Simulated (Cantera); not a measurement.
# Reactions in the system B-N-O

Standard-state values (1 bar) from the NASA 1993 polynomials, evaluated with Cantera. Values are per mole of reaction as written; species without (g) are pure solids or liquids, kept so even where they would boil at 1 bar.

N₂O(g) + B₂O₂(g) ⇌ B₂O₃(g) + 2 N(g)

```json
[
 {"T (K)": "375", "ΔH° (kJ)": "484.7", "ΔS° (J/K)": "130.5", "ΔG° (kJ)": "435.8", "log10 K": "-60.70"},
 {"T (K)": "525", "ΔH° (kJ)": "486.2", "ΔS° (J/K)": "133.9", "ΔG° (kJ)": "415.9", "log10 K": "-41.38"},
 {"T (K)": "675", "ΔH° (kJ)": "487.4", "ΔS° (J/K)": "135.9", "ΔG° (kJ)": "395.7", "log10 K": "-30.62"},
 {"T (K)": "825", "ΔH° (kJ)": "488.4", "ΔS° (J/K)": "137.2", "ΔG° (kJ)": "375.2", "log10 K": "-23.76"},
 {"T (K)": "975", "ΔH° (kJ)": "489.2", "ΔS° (J/K)": "138.1", "ΔG° (kJ)": "354.6", "log10 K": "-19.00"},
 {"T (K)": "1125", "ΔH° (kJ)": "489.8", "ΔS° (J/K)": "138.6", "ΔG° (kJ)": "333.8", "log10 K": "-15.50"},
 {"T (K)": "1275", "ΔH° (kJ)": "490.3", "ΔS° (J/K)": "139.0", "ΔG° (kJ)": "313.0", "log10 K": "-12.82"},
 {"T (K)": "1425", "ΔH° (kJ)": "490.6", "ΔS° (J/K)": "139.3", "ΔG° (kJ)": "292.1", "log10 K": "-10.71"},
 {"T (K)": "1575", "ΔH° (kJ)": "490.9", "ΔS° (J/K)": "139.5", "ΔG° (kJ)": "271.2", "log10 K": "-8.99"},
 {"T (K)": "1725", "ΔH° (kJ)": "491.1", "ΔS° (J/K)": "139.6", "ΔG° (kJ)": "250.3", "log10 K": "-7.58"}
]
```
